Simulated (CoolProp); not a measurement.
Aqueous methanol as a coolant, at -4 °C, 1 atm.

Values from CoolProp's Melinder's fits for secondary coolants.

| mass % | freezing point (°C) | conductivity (W/(m K)) | Prandtl number | cp (kJ/(kg K)) | density (kg/m³) |
|---|---|---|---|---|---|
| 11.8 | -7.9 | 0.495 | 26.8 | 4.220 | ___ |
| 18.1 | -13.3 | 0.466 | 32.4 | 4.095 | 975.4 |
| 24.3 | ___ | 0.439 | 36.9 | 3.960 | 968.6 |
| 30.6 | ___ | ___ | 40.1 | 3.826 | ___ |
| 36.9 | ___ | 0.386 | 41.4 | 3.696 | 952.4 |
| 43.1 | ___ | 0.363 | 41.0 | 3.565 | 943.0 |
| 49.4 | -53.4 | 0.341 | 39.0 | 3.421 | 932.2 |
| 55.7 | -64.7 | 0.320 | 36.0 | 3.267 | 920.5 |

Problem. Fill in the missing entries.

Solution. 
- 11.8, density (kg/m³): 982.3
- 24.3, freezing point (°C): -19.4
- 30.6, freezing point (°C): -26.4
- 30.6, conductivity (W/(m K)): 0.412
- 30.6, density (kg/m³): 961.0
- 36.9, freezing point (°C): -34.4
- 43.1, freezing point (°C): -43.3
